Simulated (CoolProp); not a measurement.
n-nonane along the isobar 976 kPa: Z from the reference equation and from simpler models built on Tc = 321.4 °C, pc = 2282 kPa, ω = 0.443; each cubic takes its own stable root.

The numbers come from the reference Helmholtz-energy equation of state, Lemmon 2006 in CoolProp. It is a short technical equation, of lower accuracy than the large ones.

| T (°C) | phase | reference | Soave-Redlich-Kwong | Peng-Robinson |
|---|---|---|---|---|
| 157.05 | liquid | 0.05784 | 0.06779 | 0.05994 |
| 174.05 | liquid | 0.05717 | 0.06719 | 0.05936 |
| 191.05 | liquid | 0.05671 | 0.06698 | 0.05913 |
| 207.95 | liquid | 0.05650 | 0.06721 | 0.05930 |
| 224.95 | liquid | 0.05659 | 0.06801 | 0.05998 |
| 241.95 | liquid | 0.05708 | 0.06961 | 0.06137 |
| 258.95 | liquid | 0.05817 | 0.07251 | 0.06393 |
| 275.95 | gas | 0.7445 | 0.7648 | 0.7481 |
| 292.85 | gas | 0.7823 | 0.7962 | 0.7800 |
| 309.85 | gas | 0.8119 | 0.8221 | 0.8063 |
| 326.85 | gas | 0.8358 | 0.8437 | 0.8284 |
